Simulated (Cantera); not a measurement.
Input: 1 mol CCl₄, a varied amount of HCl, 0.22 mol H₂, held at 2500 K and 0.0120 Torr.

Method: chemical equilibrium by Gibbs-energy minimisation in Cantera with the NASA 1993 tables (ideal gas, pure condensed phases). Candidate condensed phases: C, C₆H₆, C₇H₈, C₈H₁₈; 91 gas species. Kinetics and transport are ignored.

### Question
Which condensed phases are stable at each of these points (n(HCl) (mol)): 0.33, 0.41, 0.52, 0.64, 0.8, 1, 1.2, 1.5, 1.9, 2.4, 3?

### Answer
| n(HCl) (mol) | condensed phases | C condensed (%) |
|---|---|---|
| 0.33 | C(graphite) | 41.5 |
| 0.41 | C(graphite) | 39.7 |
| 0.52 | C(graphite) | 37.2 |
| 0.64 | C(graphite) | 34.4 |
| 0.8 | C(graphite) | 30.8 |
| 1 | C(graphite) | 26.2 |
| 1.2 | C(graphite) | 21.7 |
| 1.5 | C(graphite) | 14.8 |
| 1.9 | C(graphite) | 5.7 |
| 2.4 | gas only | 0.0 |
| 3 | gas only | 0.0 |

From 0.33 mol HCl to 1.9 mol HCl the condensed part is C(graphite). From 2.4 mol HCl to 3 mol HCl nothing is condensed.
